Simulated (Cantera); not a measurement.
A closed system holds: 1 mol AlBr3, 3 mol O2, 11 mol H2, at 1400 K and 31.0 Pa.

These are equilibrium values from Cantera (NASA tables, ideal gas, pure condensed phases), not measurements of a reactor. Candidate condensed phases: Al, AlBr3, Al2O3, Br2, H2O; 25 gas species. Rates play no part.

Base state: H2 0.404, H2O 0.357, HBr 0.224, Br 0.0146, H 0.000176 (mole fractions); condensed: Al2O3(s).

Problem. What changes in the equilibrium state with this change: H2 from 11 to 86 mol?

Solution. 
```csv
species,before,after
H2,0.404,0.914
H2O,0.357,0.0514
HBr,0.224,0.0328
Br,0.0146,0.00143
H,0.000176,0.000264
"Al2O3(s), mol",0.500,0.500
```
